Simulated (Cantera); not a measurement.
A freely propagating, adiabatic, planar premixed flame of 34.7 % H2, 10.2 % O2, 40.9 % N2, 14.2 % H2O, unburnt at 423 K and 5.00 bar; mixture-averaged transport, grid criteria slope 0.08 and curve 0.16, no radiation.

Detailed kinetics in Cantera: the H2/O2 subset of GRI-Mech 3.0, which has no nitrogen chemistry. The hydrogen kinetics of GRI-Mech 3.0 are dated; newer H2 mechanisms differ, most at raised pressure. Burning velocities carry a grid error of a few per cent, more on coarse grids.

**Question.** Predict: laminar burning velocity; thermal thickness; peak x(O); peak x(H); peak x(HO2).

**Answer.** 
* **laminar burning velocity**: 238 cm/s
* **thermal thickness**: 0.0523 mm
* **peak x(O)**: 0.000865
* **peak x(H)**: 0.0176
* **peak x(HO2)**: 0.00119
